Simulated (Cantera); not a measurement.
# Ignition delay

Mixture: CH4 : CO : O2 : N2 = 1 : 0.35 : 3.82 : 19.5 (molar parts), equivalence ratio 0.57, at 1.10 bar, adiabatic and at constant volume. Ignition delay is the time to a rise of 400 K.

Cantera simulation using GRI-Mech 3.0 (53 species, 325 reactions); the numbers are that mechanism's predictions, not measurements.

```json
[
 {"T0 (K)": "1125", "delay (ms)": "137"},
 {"T0 (K)": "1225", "delay (ms)": "29.5"},
 {"T0 (K)": "1325", "delay (ms)": "7.54"},
 {"T0 (K)": "1425", "delay (ms)": "2.30"},
 {"T0 (K)": "1525", "delay (ms)": "0.843"},
 {"T0 (K)": "1625", "delay (ms)": "0.366"},
 {"T0 (K)": "1725", "delay (ms)": "0.181"},
 {"T0 (K)": "1825", "delay (ms)": "0.0986"},
 {"T0 (K)": "1925", "delay (ms)": "0.0579"}
]
```

The apparent activation energy between 1725 and 1925 K is 160 kJ/mol.
